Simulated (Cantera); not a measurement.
A closed system holds: 1 mol Ta, 7 mol H2O, 130 mol H2, at 2375 K and 0.133 bar.

Method: chemical equilibrium by Gibbs-energy minimisation in Cantera with the NASA 1993 tables (ideal gas, pure condensed phases). Candidate condensed phases: H2O, Ta, Ta2O5; 12 gas species. Kinetics and transport are ignored.

Task: What is the equilibrium state?

Result: 
```json
{
 "x(H2)": "0.930",
 "x(H)": "0.0372",
 "x(H2O)": "0.0323",
 "x(TaO2)": "0.000507",
 "x(OH)": "0.000230",
 "x(TaO)": "1.99e-5",
 "x(O)": "6.20e-6",
 "n(Ta2O5(l))": "0.463 mol",
 "gas_amount": "139.7 mol",
 "log10 activity of Ta(s) (absent)": "-1.93"
}
```
